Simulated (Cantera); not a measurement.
Cantera with NASA thermochemical tables; ideal gases at 1 bar, condensed phases pure. Values are per mole of reaction as written; species without (g) are pure solids or liquids, kept so even where they would boil at 1 bar.

Nb₂O₅ + NO(g) → 2 NbO₂ + NO₂(g), with ΔH° = 252.5 kJ and ΔS° = 1.0 J/K at 300 K.

Q: How far is the shortcut ΔG° ≈ ΔH°(300 K) − T·ΔS°(300 K) from the full temperature-dependent value at 1898, 1923, 1948, 1973, 1998, 2023, 2048 K?

A: 
```tsv
T (K)	shortcut (kJ)	full (kJ)	difference (kJ)	difference in log10 K	condensed phases
1898	250.7	251.1	-0.4	0.01	Nb₂O₅(l), NbO₂(s)
1923	250.7	252.3	-1.7	0.05	Nb₂O₅(l), NbO₂(s)
1948	250.6	253.6	-2.9	0.08	Nb₂O₅(l), NbO₂(s)
1973	250.6	254.8	-4.2	0.11	Nb₂O₅(l), NbO₂(s)
1998	250.6	256.1	-5.5	0.15	Nb₂O₅(l), NbO₂(s)
2023	250.6	257.4	-6.9	0.18	Nb₂O₅(l), NbO₂(s)
2048	250.5	258.8	-8.2	0.21	Nb₂O₅(l), NbO₂(s)
```
The shortcut ignores heat capacities and the phase changes listed.
